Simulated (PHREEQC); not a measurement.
Make-up at 25 °C: 0.065 mol/kgw CuCl2, 0.00056 mol/kgw H2SO4 and 0.001 mol/kgw H3BO3. Closed to the air; pH follows from the charge balance.

All values are PHREEQC results (ion-association model, phreeqc.dat), not measurements.

Precipitation was switched off in this run.

What pH, density does the model give?

pH 3.05; density 1.005 g/cm³.

In which forms is Cu present?

Cu+2 89 %, CuCl+ 9.9 % of the Cu.
